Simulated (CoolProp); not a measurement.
Vapour-liquid equilibrium of R22 (1) + dimethyl ether (2) at 285.1 K; x and y are mole fractions of (1).

Values from CoolProp's multi-fluid Helmholtz-energy mixture model, Kamei 1995 and Wu 2011; pair parameters Bell 2016.

**Question.** Give the bubble pressure and the first vapour's composition at x = 0.275, 0.425, 0.65. Is there an azeotrope?

**Answer.** x = 0.275: 3.842 bar, y = 0.284; x = 0.425: 3.987 bar, y = 0.494; x = 0.65: 4.773 bar, y = 0.795. y crosses x between x = 0.2 and 0.275: the model has an azeotrope there.

Pair parameters are fitted to limited data, so mixtures are less certain than the pure fluids.
